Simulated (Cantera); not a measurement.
Input: 1 mol CH3F, at 3073.15 K and 0.0133 bar.

Cantera equilibrium calculation (NASA polynomials, part measured and part estimated; ideal gas, pure solids and liquids). Candidate condensed phases: C, C6H6, C7H8, C8H18; 95 gas species. Rates play no part.

Base state: H 0.498, HF 0.323, H2 0.0856, C3 0.0501, F 0.0132, C 0.00750, C2H 0.00726, C2H2 (acetylene) 0.00655 (mole fractions); condensed: C(graphite).

**Question.** What changes in the equilibrium state with this change: CH3F replaced by CH2F2?

**Answer.** 
```csv
species,before,after
HF,0.323,0.677
H,0.498,0.120
F,0.0132,0.115
H2,0.0856,0.00496
CF,0.00177,0.0155
C3,0.0501,0.0501
CF2,9.93e-6,0.000755
C2H2 (vinylidene),2.44e-5,1.41e-6
C4H2,0.000209,1.21e-5
C2H2 (acetylene),0.00655,0.000379
CH,0.000101,2.43e-5
"C(graphite), mol",0.393,0.518
```
